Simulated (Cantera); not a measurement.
Feed: 1 mol SiH2Cl2, 1.1 mol CH4, 1500 mol H2, 1.3 mol HCl, at 2327 °C and 1.30 mbar.

Cantera equilibrium calculation (NASA polynomials, part measured and part estimated; ideal gas, pure solids and liquids). Candidate condensed phases: C, C6H6, C7H8, C8H18, Si, SiC; 109 gas species. Kinetics and transport are ignored.

Base state: H 0.638, H2 0.359, Cl 0.000826, HCl 0.000664, Si 0.000445, C2H2 (acetylene) 0.000161, C 7.99e-5, C2H 2.52e-5 (mole fractions); condensed: gas only.

**Question.** What changes in the equilibrium state with this change: temperature from 2327 °C to 1650 °C?

**Answer.** 
| species | before | after |
|---|---|---|
| H2 | 0.359 | 0.971 |
| H | 0.638 | 0.0258 |
| HCl | 0.000664 | 0.00212 |
| Si | 0.000445 | 0.000596 |
| C | 7.99e-5 | 3.69e-9 |
| Si2C | 2.68e-9 | 1.15e-5 |
| C2H | 2.52e-5 | 1.29e-7 |

**Question.** What changes in the equilibrium state with this change: temperature from 2327 °C to 2000 °C?

**Answer.** 
```json
[
 {"species": "H2", "before": "0.359", "after": "0.790"},
 {"species": "H", "before": "0.638", "after": "0.207"},
 {"species": "HCl", "before": "0.000664", "after": "0.00165"},
 {"species": "Si", "before": "0.000445", "after": "0.000579"},
 {"species": "C", "before": "7.99e-5", "after": "1.34e-6"},
 {"species": "C2H", "before": "2.52e-5", "after": "3.48e-6"}
]
```
